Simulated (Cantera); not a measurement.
Input (Python, Cantera) and output of one run.

```python
import numpy as np
import cantera as ct

gas_names = """
    CS2 S2
""".split()
cond_names = """
    NiS(b) NiS(a) NiS(L) C(gr) NiS2(s) NiS2(L) Ni3S4(s)
""".split()


# ... load() reads the species with a 1 bar reference pressure and builds the phases ...
species = {s.name: s for s in load("nasa_gas.yaml", gas_names) + load("nasa_condensed.yaml", cond_names)}
# Each term lists the table entries of one substance; the one whose range holds T is used.
reactions = {
    '2 NiS + CS2(g) = C + 2 NiS2':
        [(-2, ['NiS(b)', 'NiS(a)', 'NiS(L)']), (-1, ['CS2']), (1, ['C(gr)']), (2, ['NiS2(s)', 'NiS2(L)'])],
    '2 Ni3S4 = 6 NiS + S2(g)':
        [(-2, ['Ni3S4(s)']), (6, ['NiS(b)', 'NiS(a)', 'NiS(L)']), (1, ['S2'])],
}


def pick(names, T):
    return next(species[n] for n in names if species[n].thermo.min_temp <= T <= species[n].thermo.max_temp)


results = []
for label, terms in reactions.items():
    print(label)
    print("     T/K   dH/kJ  dS/(J/K)   dG/kJ   log10 K")
    for T in [300, 350, 375, 400, 425, 450, 475, 500, 525, 550, 575]:
        used = [(nu, pick(names, T)) for nu, names in terms]
        dH = sum(nu * s.thermo.h(T) for nu, s in used) / 1e6
        dS = sum(nu * s.thermo.s(T) for nu, s in used) / 1e3
        dG = dH - T * dS / 1e3
        logK = -dG * 1e6 / (ct.gas_constant * T * np.log(10))
        results.append((label, T, dH, dS, dG, logK, [s.name for _, s in used]))
        print(f"{T:8g} {dH:8.1f} {dS:8.1f} {dG:8.1f} {logK:8.2f}")
```

Result:

```
2 NiS + CS2(g) = C + 2 NiS2
     T/K   dH/kJ  dS/(J/K)   dG/kJ   log10 K
     300   -204.0   -194.2   -145.7    25.36
     350   -203.5   -192.9   -136.0    20.30
     375   -203.3   -192.4   -131.2    18.27
     400   -203.2   -191.9   -126.4    16.50
     425   -203.0   -191.5   -121.6    14.94
     450   -202.8   -191.2   -116.8    13.56
     475   -202.7   -190.9   -112.0    12.32
     500   -202.6   -190.6   -107.3    11.21
     525   -202.4   -190.3   -102.5    10.20
     550   -202.3   -190.0    -97.8     9.28
     575   -202.1   -189.8    -93.0     8.45
2 Ni3S4 = 6 NiS + S2(g)
     T/K   dH/kJ  dS/(J/K)   dG/kJ   log10 K
     300    203.4    173.2    151.5   -26.37
     350    202.6    170.8    142.9   -21.32
     375    202.2    169.5    138.6   -19.31
     400    201.6    168.2    134.4   -17.55
     425    201.1    166.8    130.2   -16.00
     450    200.4    165.3    126.0   -14.63
     475    199.7    163.7    121.9   -13.41
     500    198.9    162.0    117.9   -12.31
     525    198.0    160.2    113.8   -11.33
     550    197.0    158.4    109.9   -10.43
     575    195.9    156.5    105.9    -9.62
```

Standard-state values (1 bar) from the NASA 1993 polynomials, evaluated with Cantera. Condensed species are held in their standard states even where they would react or evaporate.
